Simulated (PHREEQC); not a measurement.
0.25 g of hydrous ferric oxide (600 m²/g; 0.2 weak and 0.005 strong sites per Fe, Dzombak-Morel constants, diffuse double layer) in 1 kg of water with 0.001 mol/kgw of an inert sodium salt, at 25 °C; the pH is set by adding NaOH or the inert anion's acid. Oxygen alone is held at its pressure in air (log pO2 = -0.68). The system is closed to CO2. No solid was allowed to form.

Base run: PHREEQC, ion-association model, wateq4f.dat. Each further column changes one thing. The table gives surface charge σ (C/m²).

```json
[
 {"pH": "4", "base": "0.120", "background salt from 0.001 to 0.0001 mol/kgw": "0.071", "oxide from 0.25 to 1.2 g/kgw": "0.131", "0.00025 mol/kgw PbCl2 added": "___"},
 {"pH": "4.67", "base": "0.068", "background salt from 0.001 to 0.0001 mol/kgw": "0.031", "oxide from 0.25 to 1.2 g/kgw": "0.073", "0.00025 mol/kgw PbCl2 added": "0.085"},
 {"pH": "5.33", "base": "0.037", "background salt from 0.001 to 0.0001 mol/kgw": "___", "oxide from 0.25 to 1.2 g/kgw": "0.039", "0.00025 mol/kgw PbCl2 added": "___"},
 {"pH": "6", "base": "0.019", "background salt from 0.001 to 0.0001 mol/kgw": "___", "oxide from 0.25 to 1.2 g/kgw": "0.019", "0.00025 mol/kgw PbCl2 added": "0.041"},
 {"pH": "6.67", "base": "0.009", "background salt from 0.001 to 0.0001 mol/kgw": "0.003", "oxide from 0.25 to 1.2 g/kgw": "0.009", "0.00025 mol/kgw PbCl2 added": "0.031"},
 {"pH": "7.33", "base": "0.004", "background salt from 0.001 to 0.0001 mol/kgw": "0.001", "oxide from 0.25 to 1.2 g/kgw": "0.004", "0.00025 mol/kgw PbCl2 added": "0.019"},
 {"pH": "8.67", "base": "-0.003", "background salt from 0.001 to 0.0001 mol/kgw": "-0.001", "oxide from 0.25 to 1.2 g/kgw": "-0.003", "0.00025 mol/kgw PbCl2 added": "0.004"},
 {"pH": "9.33", "base": "-0.007", "background salt from 0.001 to 0.0001 mol/kgw": "-0.002", "oxide from 0.25 to 1.2 g/kgw": "-0.007", "0.00025 mol/kgw PbCl2 added": "0.001"},
 {"pH": "10", "base": "-0.016", "background salt from 0.001 to 0.0001 mol/kgw": "-0.007", "oxide from 0.25 to 1.2 g/kgw": "-0.016", "0.00025 mol/kgw PbCl2 added": "-0.003"},
 {"pH": "10.67", "base": "-0.035", "background salt from 0.001 to 0.0001 mol/kgw": "-0.024", "oxide from 0.25 to 1.2 g/kgw": "-0.036", "0.00025 mol/kgw PbCl2 added": "-0.009"},
 {"pH": "11.33", "base": "-0.086", "background salt from 0.001 to 0.0001 mol/kgw": "-0.076", "oxide from 0.25 to 1.2 g/kgw": "-0.088", "0.00025 mol/kgw PbCl2 added": "-0.022"},
 {"pH": "12", "base": "-0.201", "background salt from 0.001 to 0.0001 mol/kgw": "-0.197", "oxide from 0.25 to 1.2 g/kgw": "-0.203", "0.00025 mol/kgw PbCl2 added": "-0.061"}
]
```

Complete the blanks.


- 4, 0.00025 mol/kgw PbCl2 added: 0.141
- 5.33, background salt from 0.001 to 0.0001 mol/kgw: 0.014
- 5.33, 0.00025 mol/kgw PbCl2 added: 0.054
- 6, background salt from 0.001 to 0.0001 mol/kgw: 0.007
